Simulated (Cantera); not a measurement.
# C2F6 + F2 + H2 (fluorocarbon and chlorocarbon gases)

Feed: 1 mol C2F6, 0.33 mol F2, 0.32 mol H2, held at 2423 K.

Cantera equilibrium calculation (NASA polynomials, part measured and part estimated; ideal gas, pure solids and liquids). Candidate condensed phases: C, C6H6, C7H8, C8H18; 95 gas species. The feed counts by its element totals alone. The tables' values for C2F4 are old estimates; treat these amounts as uncertain. Gases not in the tables: C2F6 and larger saturated fluorocarbons. Rates play no part.

From 1.00 Pa to 13.0 mbar the condensed part is C(graphite). At 56.0 mbar nothing is condensed. From 0.240 bar to 1.00 bar the condensed part is C(graphite). The main C-bearing gas is C3 at 1.00 Pa and CF4 at 1.00 bar. The share of C in condensed phases is highest at 4.20 Pa (86.4 %) and lowest at 56.0 mbar (0.0 %).

```tsv
P (Pa)	log p F	log p CF4	log p CF2	log p HF	log p CF	log p CF3	log p C3	log p C	n C(graphite)
1	-5.06	-14.26	-7.83	-6.05	-6.66	-12.21	-6.84	-7.25	1.49
4.20	-4.44	-11.74	-6.58	-5.40	-6.03	-10.32	-6.84	-7.25	1.73
18	-3.81	-9.25	-5.33	-4.75	-5.41	-8.46	-6.84	-7.25	1.67
75	-3.23	-6.92	-4.17	-4.10	-4.82	-6.71	-6.84	-7.25	1.31
320	-2.71	-4.82	-3.11	-3.41	-4.30	-5.13	-6.84	-7.25	0.607
1300	-2.30	-3.18	-2.29	-2.71	-3.89	-3.90	-6.84	-7.25	0.0355
5600	-1.98	-1.93	-1.67	-1.96	-3.58	-2.96	-6.85	-7.26	0
24000	-1.75	-1.01	-1.21	-1.24	-3.35	-2.28	-6.84	-7.25	0.186
100000	-1.57	-0.27	-0.84	-0.57	-3.16	-1.72	-6.84	-7.25	0.326
```
log p: log10 of the partial pressure in bar; n: condensed amount in mol.
